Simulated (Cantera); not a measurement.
# Reactions in the system C-H-Si

Cantera with NASA thermochemical tables; ideal gases at 1 bar, condensed phases pure. Values are per mole of reaction as written; species without (g) are pure solids or liquids, kept so even where they would boil at 1 bar.

Si(CH3)4(g) + C2H2(g) ⇌ 3 C2H4(g) + SiH2(g)

```csv
T (K),ΔH° (kJ),ΔS° (J/K),ΔG° (kJ),log10 K
2150,433.5,273.3,-154.1,3.74
2250,431.5,272.4,-181.4,4.21
2350,429.5,271.5,-208.6,4.64
2450,427.4,270.7,-235.7,5.02
2550,425.3,269.8,-262.7,5.38
2650,423.2,269.0,-289.6,5.71
2750,420.9,268.1,-316.5,6.01
2850,418.6,267.3,-343.3,6.29
```

2 Si(CH3)4(g) ⇌ Si2C(g) + C2H4(g) + 5 CH4(g)

| T (K) | ΔH° (kJ) | ΔS° (J/K) | ΔG° (kJ) | log10 K |
|---|---|---|---|---|
| 2150 | 726.4 | 603.1 | -570.2 | 13.85 |
| 2250 | 724.9 | 602.4 | -630.5 | 14.64 |
| 2350 | 723.7 | 601.9 | -690.7 | 15.35 |
| 2450 | 722.7 | 601.5 | -750.9 | 16.01 |
| 2550 | 722.0 | 601.2 | -811.0 | 16.61 |
| 2650 | 721.5 | 601.0 | -871.1 | 17.17 |
| 2750 | 721.2 | 600.9 | -931.2 | 17.69 |
| 2850 | 721.2 | 600.9 | -991.3 | 18.17 |
